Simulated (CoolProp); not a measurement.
Saturation properties of carbon monoxide.

The numbers come from the reference Helmholtz-energy equation of state, Lemmon 2006 in CoolProp. It is a short technical equation, of lower accuracy than the large ones.

| T (K) | p (bar) | liquid density (kg/m³) | vapour density (kg/m³) | enthalpy of vaporisation (kJ/kg) | surface tension (mN/m) |
|---|---|---|---|---|---|
| 100.3 | 5.566 | 703.8 | 21.67 | 183.6 | 5.66 |
| 103.1 | 6.799 | 688.5 | 26.38 | 177.7 | 5.10 |
| 105.9 | 8.219 | 672.5 | 31.91 | 171.4 | 4.56 |
| 108.8 | 9.902 | 655.0 | 38.62 | 164.2 | 4.00 |
| 111.6 | 11.75 | 637.1 | 46.25 | 156.7 | 3.47 |
| 114.4 | 13.83 | 617.9 | 55.24 | 148.4 | 2.95 |
| 117.2 | 16.16 | 597.2 | 65.91 | 139.2 | 2.44 |
| 120.1 | 18.86 | 573.7 | 79.28 | 128.5 | 1.93 |
| 122.9 | 21.77 | 548.2 | 95.23 | 116.6 | 1.45 |
| 125.7 | 24.99 | 518.6 | 115.6 | 102.4 | 0.994 |

It boils at 81.6 K under 1 atm.

Surface tension comes from a separate correlation (Mulero 2012).
